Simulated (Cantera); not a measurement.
A closed system holds: 1 mol c-C4F8, 0.036 mol HCl, 0.27 mol H2, at 1548.15 K and 0.0120 bar.

Equilibrium computed with Cantera from the NASA thermochemical tables; the gas is ideal and each condensed phase is pure. Candidate condensed phases: C, C6H6, C7H8, C8H18; 118 gas species. The feed counts by its element totals alone. Gases not in the tables: C2F6 and larger saturated fluorocarbons. Rates play no part.

Base state: CF4 0.752, HF 0.232, Cl 0.0122, HCl 0.00122, CF2 0.000679, CClF3 0.000623, Cl2 0.000279, CF3 0.000135 (mole fractions); condensed: C(graphite).

Problem. What changes in the equilibrium state with this change: HCl from 0.036 to 0.1 mol?

Solution. 
```csv
species,before,after
CF4,0.752,0.716
HF,0.232,0.246
Cl,0.0122,0.0306
Cl2,0.000279,0.00176
HCl,0.00122,0.00329
ClF,5.36e-6,1.33e-5
CClF3,0.000623,0.00151
CF3,0.000135,0.000130
"C(graphite), mol",2.14,2.16
```
